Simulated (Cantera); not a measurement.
Feed: 1 mol Cr, 0.33 mol NH3, 84 mol N2, equilibrated at 1450 °C and 1 atm.

Method: chemical equilibrium by Gibbs-energy minimisation in Cantera with the NASA 1993 tables (ideal gas, pure condensed phases). Candidate condensed phases: Cr, CrN, Cr2N; 11 gas species. The numbers say what is thermodynamically allowed, not how fast it happens.

Base state: N2 0.994, H2 0.00586, Cr 2.53e-5, H 1.39e-5 (mole fractions); condensed: Cr2N(s).

Task: What changes in the equilibrium state with this change: temperature from 1450 °C to 925 °C?

Result: 
| species | before | after |
|---|---|---|
| N2 | 0.994 | 0.994 |
| H2 | 0.00586 | 0.00588 |
| H | 1.39e-5 | 1.45e-8 |
| Cr | 2.53e-5 | <1e-9 |
| Cr2N(s), mol | 0.499 | 0 |
| CrN(s), mol | 0 | 1.00 |
